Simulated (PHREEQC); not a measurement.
Make-up at 25 °C: 1.62 mmol/kgw Pb(NO3)2 and 2.8 mmol/kgw HNO3. Closed to the air; pH follows from the charge balance.

Computed with PHREEQC (ion-association model, phreeqc.dat).

| Item | Value |
|---|---|
| pH | 2.59 |
| ionic strength | 0.00747 mol/kgw |
| specific conductance | 1510 µS/cm |
| total alkalinity | -2.80 meq/kg |

```
species  molality  activity   log γ
-------  --------  --------  ------
NO3-      0.00595   0.00542  -0.041
H+        0.00280   0.00258  -0.035
Pb+2      0.00153   0.00106  -0.158
PbNO3+    9.31e-5   8.50e-5  -0.039
PbOH+     8.78e-9   8.01e-9  -0.039
```

No solid was allowed to form.
